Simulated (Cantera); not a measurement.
**Equilibrium for tantalum, niobium, vanadium and zirconium in process gases: V + O2 + N2**

Input: 1 mol V, a varied amount of O2, 0.39 mol N2, held at 7.10e-5 bar.

Method: chemical equilibrium by Gibbs-energy minimisation in Cantera with the NASA 1993 tables (ideal gas, pure condensed phases). Candidate condensed phases: V, VN, VO, V2O3, V2O4, V2O5; 13 gas species. VO: taken at fixed stoichiometry. Condensed phases not in the tables: the oxides between V2O3 and V2O5 other than VO2. Equilibrium is a limit: real reactors are often held back by kinetics, nucleation or transport.

**Question.** Map the stable condensed phases over T = 1825, 1900, 1975, 2050, 2125, 2200, 2275, 2350, 2425, 2500, 2575, 2650, 2725 K and n(O2) in mol = 0.86, 1.2, 1.5, 1.8, 2.1, 2.4, 2.7, 3, 3.3, 3.6.

**Answer.** 
```
T in K \ n(O2) in mol
         0.86  1.2  1.5  1.8  2.1  2.4  2.7    3  3.3  3.6
   2725     A    A    A    A    A    A    A    A    A    A
   2650     A    A    A    A    A    A    A    A    A    A
   2575     A    A    A    A    A    A    A    A    A    A
   2500     A    A    A    A    A    A    A    A    A    A
   2425     A    A    A    A    A    A    A    A    A    A
   2350     A    A    A    A    A    A    A    A    A    A
   2275     A    A    A    A    A    A    A    A    A    A
   2200     A    A    A    A    A    A    A    A    A    A
   2125     B    A    A    A    A    A    A    A    A    A
   2050     C    A    A    A    A    A    A    A    A    A
   1975     C    A    A    A    A    A    A    A    A    A
   1900     C    A    A    A    A    A    A    A    A    A
   1825     C    C    A    A    A    A    A    A    A    A
```
A: gas only; B: VO; C: V2O3.
